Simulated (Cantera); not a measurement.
What does this Cantera script print?

```python
import numpy as np
import cantera as ct

gas_names = """
    C CN CO CO2 C2 CCN CNC C2N2 C2O C3 C3O2 C4 C4N2 C5 N NCO NO NO2 NO3 N2 N2O O O2 O3 Si SiC SiC2 SiN
    SiO SiO2 Si2 Si2C Si2N Si3
""".split()
cond_names = """
    C(gr) Si(cr) Si(L) SiC(b) SiO2(Lqz) SiO2(hqz) SiO2(L) Si2N2O(s) Si3N4(a)
""".split()


# ... load() reads the species with a 1 bar reference pressure and builds the phases ...
atoms = {
    'SiC': {'Si': 1, 'C': 1},
    'O2': {'O': 2},
    'N2': {'N': 2},
}
top_T = {'C(gr)': 4500, 'SiC(b)': 3050, 'Si2N2O(s)': 2100, 'Si3N4(a)': 2400}  # K; cautious upper limits of use, not melting points


# ... equilibrate(T, P, feed) seeds the gas with the atoms and calls Mixture.equilibrate('TP', solver="vcs", rtol=1e-11, max_steps=5000) ...
results = []
feed = {'SiC': 1, 'O2': 0.58, 'N2': 2.6}  # mol
P = 17  # Pa
for T in [1175, 1250, 1325, 1400, 1475, 1550, 1625, 1700]:
    mix = equilibrate(T, P, feed)
    results.append((T, P, feed, dict(zip(mix.species_names, mix.species_moles))))
    x = sorted(zip(gas.X, gas.species_names), reverse=True)
    print(f"T = {T:g} K  P = {P:g} Pa  gas = {mix.phase_moles(0):.4g} mol")
    print("   x: " + "  ".join(f"{s} {v:.3e}" for v, s in x if v > 1e-05))
    print("   condensed (mol): " + ("  ".join(f"{mix.phase(i).name} {mix.phase_moles(i):.4g}"
          for i in range(1, mix.n_phases) if mix.phase_moles(i) > 1e-12) or "none"))
```

Output:

```
T = 1175 K  P = 17 Pa  gas = 2.76 mol
   x: N2 7.609e-01  CO 2.391e-01
   condensed (mol): C(gr) 0.34  Si2N2O(s) 0.5
T = 1250 K  P = 17 Pa  gas = 2.76 mol
   x: N2 7.609e-01  CO 2.391e-01  SiO 1.388e-05
   condensed (mol): C(gr) 0.34  Si2N2O(s) 0.5
T = 1325 K  P = 17 Pa  gas = 2.76 mol
   x: N2 7.608e-01  CO 2.390e-01  SiO 1.346e-04
   condensed (mol): C(gr) 0.3402  Si2N2O(s) 0.4998
T = 1400 K  P = 17 Pa  gas = 2.993 mol
   x: N2 7.406e-01  CO 2.578e-01  SiO 1.599e-03
   condensed (mol): SiC(b) 0.2283  Si2N2O(s) 0.3835
T = 1475 K  P = 17 Pa  gas = 3.051 mol
   x: N2 7.360e-01  CO 2.482e-01  SiO 1.586e-02
   condensed (mol): SiC(b) 0.2428  Si2N2O(s) 0.3544
T = 1550 K  P = 17 Pa  gas = 3.538 mol
   x: N2 7.035e-01  CO 1.797e-01  SiO 1.168e-01  Si 2.832e-05
   condensed (mol): SiC(b) 0.3644  Si2N2O(s) 0.1112
T = 1625 K  P = 17 Pa  gas = 3.761 mol
   x: N2 6.914e-01  CO 1.543e-01  SiO 1.541e-01  Si 1.944e-04
   condensed (mol): SiC(b) 0.4196
T = 1700 K  P = 17 Pa  gas = 3.764 mol
   x: N2 6.908e-01  CO 1.546e-01  SiO 1.536e-01  Si 9.226e-04
   condensed (mol): SiC(b) 0.4182
```

These are equilibrium values from Cantera (NASA tables, ideal gas, pure condensed phases), not measurements of a reactor. N2 is the only nitrogen source here; it is nearly inert below about 1500 K, so the nitride shown seldom forms there in practice. Mutual solubility and eutectic melting of coexisting phases are not modelled.
